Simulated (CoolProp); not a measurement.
Ethylene along the isobar 16900 kPa: fugacity coefficient from the reference equation and from simpler models built on Tc = 9.2 °C, pc = 5042 kPa, ω = 0.087; each cubic takes its own stable root.

The numbers come from the reference Helmholtz-energy equation of state, Smukala 2000 in CoolProp.

```json
[
 {"T (°C)": "-86.95", "phase": "liquid", "reference": "0.02379", "van der Waals": "0.08539", "Redlich-Kwong": "0.02568", "Soave-Redlich-Kwong": "0.02426", "Peng-Robinson": "0.02288"},
 {"T (°C)": "-62.95", "phase": "liquid", "reference": "0.05893", "van der Waals": "0.1384", "Redlich-Kwong": "[?]", "Soave-Redlich-Kwong": "0.06069", "Peng-Robinson": "0.05660"},
 {"T (°C)": "-39.05", "phase": "liquid", "reference": "0.1157", "van der Waals": "0.2014", "Redlich-Kwong": "0.1258", "Soave-Redlich-Kwong": "0.1202", "Peng-Robinson": "0.1115"},
 {"T (°C)": "-15.05", "phase": "liquid", "reference": "0.1937", "van der Waals": "0.2717", "Redlich-Kwong": "0.2070", "Soave-Redlich-Kwong": "0.2022", "Peng-Robinson": "0.1873"},
 {"T (°C)": "8.95", "phase": "liquid", "reference": "0.2875", "van der Waals": "0.3456", "Redlich-Kwong": "0.3008", "Soave-Redlich-Kwong": "0.3007", "Peng-Robinson": "0.2785"},
 {"T (°C)": "32.95", "phase": "supercritical", "reference": "0.3892", "van der Waals": "0.4199", "Redlich-Kwong": "0.3988", "Soave-Redlich-Kwong": "0.4065", "Peng-Robinson": "0.3769"},
 {"T (°C)": "56.95", "phase": "supercritical", "reference": "0.4895", "van der Waals": "0.4919", "Redlich-Kwong": "0.4929", "Soave-Redlich-Kwong": "0.5095", "Peng-Robinson": "0.4733"},
 {"T (°C)": "80.95", "phase": "supercritical", "reference": "0.5803", "van der Waals": "0.5593", "Redlich-Kwong": "0.5772", "Soave-Redlich-Kwong": "0.6020", "Peng-Robinson": "0.5603"},
 {"T (°C)": "104.85", "phase": "supercritical", "reference": "0.6573", "van der Waals": "0.6200", "Redlich-Kwong": "[?]", "Soave-Redlich-Kwong": "0.6803", "Peng-Robinson": "0.6349"},
 {"T (°C)": "128.85", "phase": "supercritical", "reference": "0.7213", "van der Waals": "0.6737", "Redlich-Kwong": "0.7092", "Soave-Redlich-Kwong": "[?]", "Peng-Robinson": "0.6980"},
 {"T (°C)": "152.85", "phase": "supercritical", "reference": "0.7738", "van der Waals": "0.7202", "Redlich-Kwong": "0.7591", "Soave-Redlich-Kwong": "0.7993", "Peng-Robinson": "0.7508"},
 {"T (°C)": "176.85", "phase": "supercritical", "reference": "0.8172", "van der Waals": "0.7601", "Redlich-Kwong": "0.8005", "Soave-Redlich-Kwong": "0.8437", "Peng-Robinson": "0.7950"}
]
```

Some entries are withheld; supply them.


- -62.95, Redlich-Kwong: 0.06456
- 104.85, Redlich-Kwong: 0.6490
- 128.85, Soave-Redlich-Kwong: 0.7455
